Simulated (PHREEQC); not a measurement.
A solution holds 0.014 mol Cu(NO3)2, 0.0014 mol HBF4 and 0.0038 mol NaCl per kg of water, at 25 °C. Closed to the air; pH follows from the charge balance.

The numbers come from PHREEQC with the ion-association model, wateq4f.dat.

| quantity | before | after |
|---|---|---|
| pH | 2.80 | 3.24 |
| CuCl+ (mol/kgw) | 6.76e-5 | 3.83e-6 |
| CuCl2 (mol/kgw) | 8.97e-8 | 1.26e-9 |
| CuOH+ (mol/kgw) | 5.21e-8 | 3.59e-8 |
| Cu2(OH)2+2 (mol/kgw) | 1.73e-9 | 6.93e-10 |
| SI of Tenorite (CuO) | -4.19 | -3.87 |
| SI of Cu(OH)2 (Cu(OH)2) | -5.21 | -4.89 |

### Question
What was changed between the two runs?
A. temperature from 25 to 60 °C
B. temperature from 25 to 85 °C
C. HBF4 left out
D. HBF4 from 0.0014 to 0.0021 mol/kgw
E. diluted 5-fold with water

### Answer
E, diluted 5-fold with water

No solid was allowed to form. Real BF4- forms and hydrolyses slowly; the run takes it at equilibrium.
